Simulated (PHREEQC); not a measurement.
A solution holds 0.22 mol/kgw TMAH and 2.1e-05 mol/kgw H4SiO4, at 20 °C. Closed to the air; pH follows from the charge balance.

All values are PHREEQC results (ion-association model, phreeqc.dat), not measurements.

```tsv
quantity	before	after
pH	13.36	12.72
H2SiO4-2 (mol/kgw)	1.52e-5	6.34e-6
H3SiO4- (mol/kgw)	5.84e-6	1.47e-5
H4SiO4 (mol/kgw)	1.41e-9	1.84e-8
SI of Quartz (SiO2)	-4.77	-3.67
```

Problem. Which change was made?
A. TMAH from 0.22 to 0.044 mol/kgw
B. temperature from 20 to 85 °C
C. H4SiO4 from 2.1e-05 to 4.2e-05 mol/kgw
D. TMAH from 0.22 to 0.198 mol/kgw
E. TMAH from 0.22 to 0.33 mol/kgw

Solution. A, TMAH from 0.22 to 0.044 mol/kgw

This is a speciation only: nothing precipitates in the calculation. (CH3)4N+ isn't in the database: it is added as a free cation with an ion size of 4 Å.
